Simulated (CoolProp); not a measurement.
The numbers come from the reference Helmholtz-energy equation of state, Thol 2015 in CoolProp.

Question: Give the vapour pressure (bar), liquid density (kg/m³), vapour density (kg/m³), enthalpy of vaporisation (kJ/kg) of saturated octamethylcyclotetrasiloxane (D4) at 87.75, 160.45 °C.

Answer: 
```csv
T (°C),p (bar),liquid density (kg/m³),vapour density (kg/m³),enthalpy of vaporisation (kJ/kg)
87.75,0.0516,878,0.514,163
160.45,0.675,786,5.89,137
```
